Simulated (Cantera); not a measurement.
Zr + N2O + H2 (tantalum, niobium, vanadium and zirconium in process gases)

A closed system holds: 1 mol Zr, a varied amount of N2O, 7.7 mol H2, equilibrated at 2027 °C and 1.33 mbar.

Cantera equilibrium calculation (NASA polynomials, part measured and part estimated; ideal gas, pure solids and liquids). Candidate condensed phases: H2O, Zr, ZrN, ZrO2; 28 gas species. Rates play no part.

From 2 mol N2O to 9.3 mol N2O the condensed part is ZrO2(tetragonal). The main Zr-bearing gas is ZrO at 2 mol N2O and ZrO2 at 9.3 mol N2O.

```json
[
 {"n(N2O) (mol)": "2", "x H2": "0.608", "x N2": "0.185", "x H2O": "0.000166", "x H": "0.207", "x OH": "9.08e-6", "x O2": "2.40e-10", "x O": "2.11e-6", "n ZrO2(tetragonal)": "0.998"},
 {"n(N2O) (mol)": "2.4", "x H2": "0.553", "x N2": "0.214", "x H2O": "0.0332", "x H": "0.197", "x OH": "0.00191", "x O2": "1.16e-5", "x O": "0.000464", "n ZrO2(tetragonal)": "1.000"},
 {"n(N2O) (mol)": "2.8", "x H2": "0.503", "x N2": "0.241", "x H2O": "0.0637", "x H": "0.188", "x OH": "0.00384", "x O2": "5.19e-5", "x O": "0.000980", "n ZrO2(tetragonal)": "1.000"},
 {"n(N2O) (mol)": "3.3", "x H2": "0.444", "x N2": "0.272", "x H2O": "0.0985", "x H": "0.177", "x OH": "0.00631", "x O2": "0.000159", "x O": "0.00171", "n ZrO2(tetragonal)": "1.000"},
 {"n(N2O) (mol)": "4", "x H2": "0.372", "x N2": "0.311", "x H2O": "0.141", "x H": "0.162", "x OH": "0.00990", "x O2": "0.000466", "x O": "0.00294", "n ZrO2(tetragonal)": "1.000"},
 {"n(N2O) (mol)": "4.7", "x H2": "0.309", "x N2": "0.346", "x H2O": "0.178", "x H": "0.147", "x OH": "0.0137", "x O2": "0.00107", "x O": "0.00445", "n ZrO2(tetragonal)": "1.000"},
 {"n(N2O) (mol)": "5.6", "x H2": "0.240", "x N2": "0.385", "x H2O": "0.216", "x H": "0.130", "x OH": "0.0188", "x O2": "0.00260", "x O": "0.00694", "n ZrO2(tetragonal)": "1.000"},
 {"n(N2O) (mol)": "6.6", "x H2": "0.179", "x N2": "0.421", "x H2O": "0.245", "x H": "0.112", "x OH": "0.0247", "x O2": "0.00603", "x O": "0.0106", "n ZrO2(tetragonal)": "1.000"},
 {"n(N2O) (mol)": "7.8", "x H2": "0.126", "x N2": "0.454", "x H2O": "0.261", "x H": "0.0942", "x OH": "0.0314", "x O2": "0.0138", "x O": "0.0160", "n ZrO2(tetragonal)": "1.000"},
 {"n(N2O) (mol)": "9.3", "x H2": "0.0863", "x N2": "0.483", "x H2O": "0.258", "x H": "0.0779", "x OH": "0.0376", "x O2": "0.0289", "x O": "0.0231", "n ZrO2(tetragonal)": "1.000"}
]
```
x: gas mole fraction; n: condensed amount in mol.
